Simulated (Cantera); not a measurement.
Input (Python, Cantera):

```python
import numpy as np
import cantera as ct

gas = ct.Solution("gri30.yaml")
gas.TPX = 1100, 100000, {'H2': 1.5, 'O2': 1, 'N2': 16, 'H2O': 0.044}
reactor = ct.IdealGasConstPressureReactor(gas, energy="off", clone=False)
net = ct.ReactorNet([reactor])
net.rtol, net.atol = 1e-08, 1e-18
show = ['H2', 'O2', 'NO', 'OH', 'H2O', 'O']
times = np.geomspace(2e-06, 2, 12)

steps = ct.SolutionArray(gas, extra=["t"])
rows = []
print(f"{'t/s':>10s}{'T/K':>9s}{'P/Pa':>11s}" + "".join(f"{s:>11s}" for s in show))
for t in times:
    while net.time < t:
        t_next = net.step()
        steps.append(gas.state, t=t_next)
    rows.append([np.interp(t, steps.t, y) for y in (steps.T, steps.P, *steps(*show).X.T)])
    print(f"{t:10.3e}{rows[-1][0]:9.1f}{rows[-1][1]:11.4g}" + "".join(f"{x:11.3e}" for x in rows[-1][2:]))
rate = np.gradient(steps.T, steps.t)
print("integrator steps:", len(steps.t))
if steps.T.max() > steps.T[0] + 200:
    print(f"time of steepest temperature rise: {steps.t[rate.argmax()]:.4e} s")
gas.TPX = 1100, 100000, {'H2': 1.5, 'O2': 1, 'N2': 16, 'H2O': 0.044}
gas.equilibrate("TP")
print(f"equilibrium (TP): T = {gas.T:.1f} K  " + "  ".join(f"{s} {gas[s].X[0]:.3e}" for s in show))
```

It prints:

```
       t/s      T/K       P/Pa         H2         O2         NO         OH        H2O          O
 2.000e-06   1100.0      1e+05  8.089e-02  5.393e-02  2.887e-24  2.342e-12  2.373e-03  3.532e-12
 7.022e-06   1100.0      1e+05  8.089e-02  5.393e-02  1.161e-22  1.453e-11  2.373e-03  2.953e-11
 2.466e-05   1100.0      1e+05  8.089e-02  5.393e-02  5.082e-21  1.125e-10  2.373e-03  2.555e-10
 8.658e-05   1100.0      1e+05  8.089e-02  5.393e-02  9.096e-18  7.425e-09  2.373e-03  1.713e-08
 3.040e-04   1100.0      1e+05  2.639e-02  2.860e-02  7.774e-07  1.122e-03  5.212e-02  1.746e-03
 1.067e-03   1100.0      1e+05  7.972e-04  1.440e-02  1.848e-06  9.991e-05  8.585e-02  4.417e-05
 3.748e-03   1100.0      1e+05  1.485e-04  1.411e-02  1.792e-06  2.299e-05  8.660e-02  3.694e-06
 1.316e-02   1100.0      1e+05  2.465e-05  1.406e-02  1.684e-06  8.330e-06  8.674e-02  3.790e-07
 4.620e-02   1100.0      1e+05  1.786e-06  1.405e-02  1.680e-06  3.861e-06  8.677e-02  4.814e-08
 1.622e-01   1100.0      1e+05  4.163e-08  1.405e-02  1.797e-06  1.899e-06  8.677e-02  1.017e-08
 5.696e-01   1100.0      1e+05  5.754e-09  1.405e-02  1.844e-06  1.002e-06  8.677e-02  2.838e-09
 2.000e+00   1100.0      1e+05  1.875e-09  1.405e-02  1.850e-06  5.622e-07  8.677e-02  8.981e-10
integrator steps: 1644
equilibrium (TP): T = 1100.0 K  H2 9.715e-10  O2 1.404e-02  NO 2.361e-05  OH 3.231e-07  H2O 8.677e-02  O 2.976e-10
```

Model: GRI-Mech 3.0 (53 species, 325 reactions), integrated in Cantera. The temperature is held fixed by assumption; the heat of reaction is taken as removed at once.
